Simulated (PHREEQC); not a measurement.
Dissolve 1 mol K2CO3, 0.21 mol KCl and 0.0019 mol H4SiO4 per kg of water at 25 °C. Closed to the air; pH follows from the charge balance.

All values are PHREEQC results (Pitzer model, pitzer.dat), not measurements.

Problem. The ionic strength comes out as 3.20 mol/kgw. What activity coefficients do CO3-2, OH-, HCO3-, Cl-, H2SiO4-2 get?

Solution. CO3-2 0.12, OH- 1.1, HCO3- 0.51, Cl- 0.57, H2SiO4-2 0.027. Single-ion values are on the MacInnes scale.

Precipitation was switched off in this run. In brines, pH and single-ion activities rest on the MacInnes convention.
